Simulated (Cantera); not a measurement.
A jet of 8.47 % CH₄, 14.6 % O₂, 76.9 % N₂ at 300 K and 74.3 Torr hits a platinum plate 5.2 cm away at a mass flux of 0.054 kg/m²/s; the plate temperature is set and raised in steps from an oxygen-covered start.

Model: Deutschmann's 1995 Pt surface mechanism with GRI-Mech 3.0 gas chemistry, integrated in Cantera. Catalytic surfaces can have several steady states; this one follows from the mechanism file's or the stated starting coverage.

x: mole fraction at the wall; θ: surface coverage.

| plate T (K) | wall x CH₄ | wall x O₂ | wall x H₂O | wall x OH | wall x CO | wall x CO₂ | θ free Pt | θ CO* | θ C* |
|---|---|---|---|---|---|---|---|---|---|
| 950 | 0.00747 | 0.00371 | 0.141 | <1e-8 | 0.0434 | 0.0438 | 0.706 | 0.291 | 0.00298 |
| 1000 | 0.00575 | 0.00300 | 0.143 | <1e-8 | 0.0484 | 0.0400 | 0.809 | 0.188 | 0.00281 |
| 1050 | ? | 0.00263 | 0.143 | <1e-8 | 0.0495 | 0.0398 | 0.887 | ? | ? |
| 1100 | 0.00442 | 0.00248 | 0.141 | 1.35e-8 | 0.0477 | 0.0424 | 0.938 | 0.0601 | 0.00137 |
| 1150 | 0.00425 | 0.00245 | 0.137 | ? | 0.0441 | ? | 0.966 | ? | ? |
| 1200 | 0.00424 | 0.00251 | 0.133 | 7.72e-8 | 0.0395 | 0.0521 | 0.982 | 0.0166 | 0.000453 |

Some entries are withheld; supply them.


- 1050, wall x CH₄: 0.00484
- 1050, θ CO*: 0.110
- 1050, θ C*: 0.00212
- 1150, wall x OH: 3.29e-8
- 1150, wall x CO₂: 0.0468
- 1150, θ CO*: 0.0318
- 1150, θ C*: 0.000803
